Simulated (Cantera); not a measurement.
Charge: 1 mol PbO, 0.69 mol H2, 0.02 mol O2, held at 56.0 Pa.

These are equilibrium values from Cantera (NASA tables, ideal gas, pure condensed phases), not measurements of a reactor. Candidate condensed phases: H2O, Pb, PbO, PbO2, Pb3O4; 12 gas species. Gases not in the tables: (PbO)n polymers. Equilibrium is a limit: real reactors are often held back by kinetics, nucleation or transport.

Which condensed phases are stable at each of these points (T (K)): 1150, 1175, 1200, 1225, 1250, 1275, 1300, 1325, 1350, 1375, 1400, 1425, 1450, 1475?


| T (K) | condensed phases | Pb condensed (%) |
|---|---|---|
| 1150 | PbO(yellow) | 29.3 |
| 1175 | PbO(l) | 24.6 |
| 1200 | PbO(l) | 16.4 |
| 1225 | PbO(l) | 1.1 |
| 1250 | gas only | 0.0 |
| 1275 | gas only | 0.0 |
| 1300 | gas only | 0.0 |
| 1325 | gas only | 0.0 |
| 1350 | gas only | 0.0 |
| 1375 | gas only | 0.0 |
| 1400 | gas only | 0.0 |
| 1425 | gas only | 0.0 |
| 1450 | gas only | 0.0 |
| 1475 | gas only | 0.0 |

At 1150 K the condensed part is PbO(yellow). From 1175 K to 1225 K the condensed part is PbO(l). From 1250 K to 1475 K nothing is condensed.
